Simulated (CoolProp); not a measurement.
Vapour-liquid equilibrium of n-heptane (1) + m-xylene (2) at 33.05 °C; x and y are mole fractions of (1).

Values from CoolProp's multi-fluid Helmholtz-energy mixture model, Span 2003 and Zhou 2012; pair parameters Bell 2016.

Give the bubble pressure and the first vapour's composition at x = 0.05, 0.425, 0.65. Is there an azeotrope?

x = 0.05: 0.02302 bar, y = 0.275; x = 0.425: 0.05319 bar, y = 0.795; x = 0.65: 0.06752 bar, y = 0.893. No azeotrope shows between x = 0.05 and 0.95.

Pair parameters are fitted to limited data, so mixtures are less certain than the pure fluids.
